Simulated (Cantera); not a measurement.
Input (Python, Cantera) and output of one run.

```python
import numpy as np
import cantera as ct

gas_names = """
    H HNO HNO2 HNO3 HO2 H2 H2O H2O2 N NH NH2 NH3 NH2OH NO NO2 NO3 N2 N2H2 N2H4 N2O O OH O2 O3 Si SiH
    SiH2 SiH3 SiH4 SiN SiO SiO2 Si2 Si2N Si3
""".split()
cond_names = """
    H2O(s) H2O(L) Si(cr) Si(L) SiO2(Lqz) SiO2(hqz) SiO2(L) Si2N2O(s) Si3N4(a)
""".split()


# ... load() reads the species with a 1 bar reference pressure and builds the phases ...
atoms = {
    'SiH4': {'Si': 1, 'H': 4},
    'O2': {'O': 2},
    'NO': {'N': 1, 'O': 1},
}
top_T = {'Si2N2O(s)': 2100, 'Si3N4(a)': 2400}  # K; cautious upper limits of use, not melting points


# ... equilibrate(T, P, feed) seeds the gas with the atoms and calls Mixture.equilibrate('TP', solver="vcs", rtol=1e-11, max_steps=5000) ...
results = []
feed = {'SiH4': 1, 'O2': 19, 'NO': 0.92}  # mol
T = 900  # K
P = 100000  # Pa
mix = equilibrate(T, P, feed)
results.append((T, P, feed, dict(zip(mix.species_names, mix.species_moles))))
x = sorted(zip(gas.X, gas.species_names), reverse=True)
print(f"T = {T:g} K  P = {P:g} Pa  gas = {mix.phase_moles(0):.4g} mol")
print("   x: " + "  ".join(f"{s} {v:.3e}" for v, s in x if v > 1e-05))
print("   condensed (mol): " + ("  ".join(f"{mix.phase(i).name} {mix.phase_moles(i):.4g}"
      for i in range(1, mix.n_phases) if mix.phase_moles(i) > 1e-12) or "none"))
```

Result:

```
T = 900 K  P = 100000 Pa  gas = 19.92 mol
   x: O2 8.765e-01  H2O 1.004e-01  N2 2.309e-02
   condensed (mol): SiO2(hqz) 1
```

Equilibrium computed with Cantera from the NASA thermochemical tables; the gas is ideal and each condensed phase is pure.
